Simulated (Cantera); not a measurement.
Si + HCl + H2 (chemical vapour transport)

A closed system holds: 1 mol Si, a varied amount of HCl, 2.1 mol H2, at 900 K and 1330 Pa.

Cantera equilibrium calculation (NASA polynomials, part measured and part estimated; ideal gas, pure solids and liquids). Candidate condensed phases: Si; 19 gas species. The tables' values for SiCl3 are old estimates; treat these amounts as uncertain. Equilibrium is a limit: real reactors are often held back by kinetics, nucleation or transport.

| n(HCl) (mol) | x H2 | x SiCl4 | x HCl | x SiHCl3 | x SiCl3 | x SiH2Cl2 | n Si(s) |
|---|---|---|---|---|---|---|---|
| 0.04 | 0.991 | 0.00234 | 0.00539 | 0.00122 | 4.42e-5 | 6.05e-5 | 0.992 |
| 0.048 | 0.990 | 0.00298 | 0.00572 | 0.00147 | 5.31e-5 | 6.83e-5 | 0.990 |
| 0.057 | 0.988 | 0.00372 | 0.00605 | 0.00173 | 6.27e-5 | 7.62e-5 | 0.988 |
| 0.068 | 0.987 | 0.00464 | 0.00638 | 0.00204 | 7.39e-5 | 8.49e-5 | 0.985 |
| 0.081 | 0.985 | 0.00574 | 0.00673 | 0.00239 | 8.67e-5 | 9.43e-5 | 0.982 |
| 0.097 | 0.983 | 0.00711 | 0.00709 | 0.00280 | 0.000102 | 0.000105 | 0.978 |
| 0.12 | 0.980 | 0.00909 | 0.00752 | 0.00336 | 0.000122 | 0.000118 | 0.972 |
| 0.14 | 0.977 | 0.0108 | 0.00785 | 0.00382 | 0.000139 | 0.000128 | 0.967 |
| 0.17 | 0.973 | 0.0134 | 0.00826 | 0.00448 | 0.000164 | 0.000142 | 0.959 |
| 0.2 | 0.970 | 0.0160 | 0.00862 | 0.00510 | 0.000187 | 0.000155 | 0.952 |
| 0.24 | 0.965 | 0.0193 | 0.00902 | 0.00588 | 0.000215 | 0.000169 | 0.941 |
| 0.28 | 0.961 | 0.0227 | 0.00936 | 0.00660 | 0.000243 | 0.000183 | 0.931 |
| 0.34 | 0.954 | 0.0275 | 0.00980 | 0.00762 | 0.000281 | 0.000200 | 0.916 |
x: gas mole fraction; n: condensed amount in mol.

From 0.04 mol HCl to 0.34 mol HCl the condensed part is Si(s). The main Si-bearing gas is SiCl4 throughout. The share of Si in condensed phases is highest at 0.04 mol HCl (99.2 %) and lowest at 0.34 mol HCl (91.6 %).
